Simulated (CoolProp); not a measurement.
Vapour-liquid equilibrium of R134a (1) + R1234ze(E) (2) at 0.472 MPa; x and y are mole fractions of (1).

Values from CoolProp's multi-fluid Helmholtz-energy mixture model, Tillner-Roth 1994 and Thol 2016; pair parameters Bell 2022.

Give the bubble temperature and the first vapour's composition at x = 0.2, 0.5, 0.65. Is there an azeotrope?

x = 0.2: 293.2 K, y = 0.259; x = 0.5: 290.2 K, y = 0.560; x = 0.65: 289.0 K, y = 0.695. No azeotrope shows between x = 0.05 and 0.95.

The pair parameters rest on a limited set of measurements; away from them the model extrapolates.
